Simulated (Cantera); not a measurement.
Input: 1 mol Si, 9.6 mol HCl, 0.98 mol N₂, equilibrated at 1.10e-5 bar.

Equilibrium computed with Cantera from the NASA thermochemical tables; the gas is ideal and each condensed phase is pure. Candidate condensed phases: NH₄Cl, Si, Si₃N₄; 28 gas species. N₂ is the only nitrogen source here; it is nearly inert below about 1500 K, so the nitride shown seldom forms there in practice. The tables' values for SiCl₃ are old estimates; treat these amounts as uncertain. Rates play no part.

x: gas mole fraction; n: condensed amount in mol.

| T (K) | x HCl | x H₂ | x SiCl₄ | x N₂ | x SiCl₂ | x SiCl₃ | n Si₃N₄(s) |
|---|---|---|---|---|---|---|---|
| 648 | 0.585 | 0.209 | 0.104 | 0.102 | 5.73e-12 | 3.01e-8 | 0 |
| 698 | 0.585 | 0.209 | 0.104 | 0.102 | 3.26e-10 | 3.17e-7 | 0 |
| 748 | 0.585 | 0.209 | 0.104 | 0.102 | ? | 2.43e-6 | 0 |
| 798 | 0.585 | 0.209 | 0.104 | 0.102 | 2.25e-7 | 1.44e-5 | 0 |
| 848 | 0.585 | 0.209 | 0.104 | 0.102 | 3.28e-6 | 6.88e-5 | 0 |
| 898 | 0.585 | 0.208 | 0.104 | 0.102 | 3.50e-5 | 0.000274 | 0 |
| 948 | 0.586 | 0.208 | 0.103 | 0.102 | 0.000287 | 0.000934 | 0 |
| 998 | 0.596 | 0.201 | 0.0976 | 0.101 | 0.00170 | 0.00260 | 0.00616 |
| 1048 | 0.601 | 0.195 | 0.0884 | 0.101 | 0.00815 | 0.00627 | 0.000210 |
| 1098 | 0.626 | 0.173 | 0.0666 | 0.0993 | 0.0239 | 0.0106 | 0 |
| 1148 | 0.658 | 0.146 | 0.0404 | 0.0970 | 0.0455 | 0.0129 | 0 |
| 1198 | 0.685 | 0.123 | 0.0202 | 0.0951 | 0.0646 | 0.0121 | 0 |
| 1248 | 0.701 | 0.109 | ? | 0.0939 | ? | 0.00965 | 0 |
| 1298 | 0.709 | 0.102 | 0.00348 | 0.0932 | 0.0846 | 0.00702 | 0 |

Task: What belongs in the gaps?

Result: 
- 1248, x SiCl₄: 0.00869
- 1248, x SiCl₂: 0.0774
- 748, x SiCl₂: 1.07e-8
